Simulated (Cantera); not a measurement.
Input: 1 mol Ti(NMe₂)₄, 0.22 mol O₂, 6.1 mol H₂, held at 13.3 mbar.

Method: chemical equilibrium by Gibbs-energy minimisation in Cantera with the NASA 1993 tables (ideal gas, pure condensed phases). Candidate condensed phases: C, C₆H₆, C₇H₈, C₈H₁₈, H₂O, Ti, TiC, TiN, TiO, TiO₂, Ti₂O₃, Ti₃O₅, Ti₄O₇; 139 gas species. The feed counts by its element totals alone. TiC: taken at fixed stoichiometry. Rates play no part.

x: gas mole fraction; n: condensed amount in mol.

```
T (K)   x H₂    x N₂       x H    x CO     x HCN  x C₂H₂ (acetylene)  x HNC  n C(graphite)  n TiC(s)
-----  -----  ------  --------  ------  --------  ------------------  -----  -------------  --------
1600   0.880  0.0970  0.000442  0.0214  0.000598             2.42e-5      ?           6.55      1.00
1650   0.880  0.0969  0.000738  0.0214  0.000807             4.01e-5      ?           6.54      1.00
1700   0.879  0.0968   0.00120  0.0214   0.00107             6.46e-5      ?           6.53      1.00
1750   0.879  0.0966   0.00189  0.0214   0.00139            0.000101      ?           6.53      1.00
1800   0.877  0.0963   0.00290  0.0214   0.00178            0.000154      ?           6.52      1.00
1850   0.876  0.0960   0.00437  0.0214   0.00226            0.000229      ?           6.50      1.00
1900   0.873  0.0956   0.00642  0.0214   0.00281            0.000333      ?           6.49      1.00
1950   0.870  0.0951   0.00926  0.0213   0.00347            0.000476      ?           6.46      1.00
2000   0.866  0.0945    0.0131  0.0213   0.00422            0.000665      ?           6.44     1.000
2050   0.860  0.0938    0.0182  0.0212   0.00508            0.000914      ?           6.41     1.000
2100   0.853  0.0929    0.0249  0.0212   0.00604             0.00123      ?           6.37     1.000
```

Question: Fill in the missing entries.

Answer: 
- 1600, x HNC: 1.37e-5
- 1650, x HNC: 2.12e-5
- 1700, x HNC: 3.20e-5
- 1750, x HNC: 4.70e-5
- 1800, x HNC: 6.77e-5
- 1850, x HNC: 9.55e-5
- 1900, x HNC: 0.000132
- 1950, x HNC: 0.000179
- 2000, x HNC: 0.000240
- 2050, x HNC: 0.000315
- 2100, x HNC: 0.000408
